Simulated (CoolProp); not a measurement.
A simple Rankine cycle with water: condensing at 314.15 K, boiler at 4.58 MPa, turbine inlet 571.6 K, turbine efficiency 0.7, pump efficiency 0.7, no recuperator. Each further row changes one setting.

The numbers come from the reference Helmholtz-energy equation of state, Wagner 2002 in CoolProp.

```
case                             thermal efficiency (%)  net work (kJ/kg)  heat in (kJ/kg)  turbine exit temperature (K)  volume ratio over the turbine
-------------------------------  ----------------------  ----------------  ---------------  ----------------------------  -----------------------------
as stated                                          24.7        (withheld)             2760                         314.1                     (withheld)
turbine inlet 591.6 K                              24.8               699       (withheld)                         314.1                            308
condensing temperature 306.15 K                    25.5               712             2790                         306.1                            480
boiler pressure 3.21 MPa                           23.7               665       (withheld)                         314.1                            220
turbine efficiency 0.6                       (withheld)               582             2760                         314.1                            336
```

Q: Fill in the missing entries.

A: 
- as stated, net work (kJ/kg): 680
- as stated, volume ratio over the turbine: 320
- turbine inlet 591.6 K, heat in (kJ/kg): 2820
- boiler pressure 3.21 MPa, heat in (kJ/kg): 2810
- turbine efficiency 0.6, thermal efficiency (%): 21.1

The expansion ends wet for: as stated; turbine inlet 591.6 K; condensing temperature 306.15 K; boiler pressure 3.21 MPa; turbine efficiency 0.6.
